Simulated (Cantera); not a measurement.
**Low-pressure radical oxidation in H2/O2**

A perfectly stirred reactor is fed with H₂ : O₂ = 0.019 : 1 (molar parts), at 10.00 Torr; it is held at 1200 K, and followed from long to short residence time.

Model: GRI-Mech 3.0 (53 species, 325 reactions), integrated in Cantera. Radical loss at walls, strong at low pressure, is not modelled.

| τ (s) | x H₂ | x O₂ | x H₂O | x H₂O₂ | x O | x OH |
|---|---|---|---|---|---|---|
| 12 | 1.75e-5 | 0.980 | 0.0186 | 1.70e-8 | 0.000560 | 0.000287 |
| 4.6 | 3.07e-5 | 0.980 | 0.0186 | 2.15e-8 | 0.00104 | 0.000392 |
| 1.7 | 5.46e-5 | 0.979 | 0.0184 | 2.62e-8 | 0.00192 | 0.000539 |
| 0.65 | 9.45e-5 | 0.977 | 0.0182 | 3.07e-8 | 0.00336 | 0.000722 |
| 0.24 | 0.000167 | 0.975 | 0.0179 | 3.52e-8 | 0.00559 | 0.000957 |
| 0.092 | 0.000294 | 0.972 | 0.0175 | 4.02e-8 | 0.00821 | 0.00122 |
| 0.035 | 0.000546 | 0.969 | 0.0169 | 4.82e-8 | 0.0105 | 0.00152 |
| 0.013 | 0.00111 | 0.968 | 0.0159 | 6.35e-8 | 0.0116 | 0.00190 |
| 0.0049 | 0.00237 | 0.968 | 0.0142 | 8.86e-8 | 0.0111 | 0.00236 |
| 0.0019 | 0.00501 | 0.970 | 0.0114 | 1.15e-7 | 0.00902 | 0.00271 |
x: mole fraction; the columns are a selection and need not sum to one.
